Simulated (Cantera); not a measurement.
Input: 1 mol FeS, 2 mol SO₃, 5 mol CO₂, equilibrated at 1025 K and 1100000 Pa.

Method: chemical equilibrium by Gibbs-energy minimisation in Cantera with the NASA 1993 tables (ideal gas, pure condensed phases). Candidate condensed phases: C, Fe, Fe(CO)₅, FeO, FeS, FeSO₄, FeS₂, Fe₂O₃, Fe₂(SO₄)₃, Fe₃O₄, S; 25 gas species. Mutual solubility and eutectic melting of coexisting phases are not modelled. FeS: taken at fixed stoichiometry. Gases not in the tables: S₃ to S₇. Kinetics and transport are ignored.

Base state: CO₂ 0.656, SO₂ 0.334, S₂ 0.00710, S₂O 0.00148, CO 0.000510, COS 0.000469 (mole fractions); condensed: FeS(s) + Fe₃O₄(s).

Problem. What changes in the equilibrium state with this change: temperature from 1025 K to 773.15 K?

Solution. 
| species | before | after |
|---|---|---|
| CO₂ | 0.656 | 0.667 |
| SO₂ | 0.334 | 0.333 |
| S₂ | 0.00710 | 0.000133 |
| S₂O | 0.00148 | 8.74e-5 |
| CO | 0.000510 | 3.89e-6 |
| COS | 0.000469 | 1.58e-5 |
| FeS(s), mol | 0.321 | 0 |
| Fe₃O₄(s), mol | 0.226 | 0.250 |
| FeS₂(s), mol | 0 | 0.249 |
